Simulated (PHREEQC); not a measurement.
Make-up at 25 °C: 0.011 mol K2HPO4 and 0.0022 mol H2SO4 per kg of water. Closed to the air; pH follows from the charge balance.

Equilibrium calculation in PHREEQC: ion-association model, phreeqc.dat.

This is a speciation only: nothing precipitates in the calculation.

Q: Predict the pH, ionic strength.

A: pH 7.17; ionic strength 0.0302 mol/kgw.

Q: In which forms is S present?

A: SO4-2 93 %, KSO4- 7.4 % of the S.
